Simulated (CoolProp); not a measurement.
Vapour-liquid equilibrium of benzene (1) + toluene (2) at 471.3 K; x and y are mole fractions of (1).

The numbers come from the multi-fluid Helmholtz-energy mixture model, Thol 2012 and Lemmon 2006; pair parameters Bell 2016 in CoolProp.

| x | bubble pressure (MPa) | y at the bubble point | dew pressure at overall composition x (MPa) | liquid density (mol/L) |
|---|---|---|---|---|
| 0.05 | 0.7564 | 0.081 | 0.7443 | 7.416 |
| 0.2 | 0.8501 | 0.296 | 0.8057 | 7.568 |
| 0.35 | 0.9466 | 0.474 | 0.8774 | 7.724 |
| 0.5 | 1.046 | 0.625 | 0.9622 | 7.884 |
| 0.65 | 1.147 | 0.755 | 1.064 | 8.050 |
| 0.8 | 1.252 | 0.869 | 1.187 | 8.221 |
| 0.95 | 1.359 | 0.969 | 1.338 | 8.397 |

No azeotrope shows between x = 0.05 and 0.95.

The pair parameters rest on a limited set of measurements; away from them the model extrapolates.
